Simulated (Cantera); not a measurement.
A closed system holds: 1 mol SiC, 0.77 mol N₂O, 5.9 mol N₂, held at 1973 K.

Equilibrium computed with Cantera from the NASA thermochemical tables; the gas is ideal and each condensed phase is pure. Candidate condensed phases: C, Si, SiC, SiO₂, Si₂N₂O, Si₃N₄; 34 gas species. Mutual solubility and eutectic melting of coexisting phases are not modelled. The tables' values for SiN are old estimates; treat these amounts as uncertain. Rates play no part.

log p: log10 of the partial pressure in bar; n: condensed amount in mol.

```csv
P (Pa),log p N₂,log p Si,log p CO,log p SiO,n C(graphite),n SiC(s),n Si₂N₂O(s)
0.100,-6.10,-6.94,-7.04,-10.24,0.155,0,0
0.750,-5.23,-6.08,-6.17,-8.50,0.152,0,0
5.60,-4.34,-5.35,-5.30,-6.45,0,(withheld),0
42,-3.44,-4.91,-4.56,-4.83,0,(withheld),0
320,-2.54,-4.80,-3.76,-3.81,0,0.594,0
2400,-1.67,-4.78,-2.90,-2.91,0,0.612,0
18000,-0.79,-4.88,-1.98,-2.18,0,0.575,0.0789
130000,0.08,-5.49,-1.02,-2.44,0,(withheld),0.244
1000000,0.98,-6.10,-0.38,-2.73,0.731,(withheld),0.499
```

Question: What belongs in the gaps?

Answer: 
- 5.60, n SiC(s): 0.260
- 42, n SiC(s): 0.493
- 130000, n SiC(s): 0.493
- 1000000, n SiC(s): 0
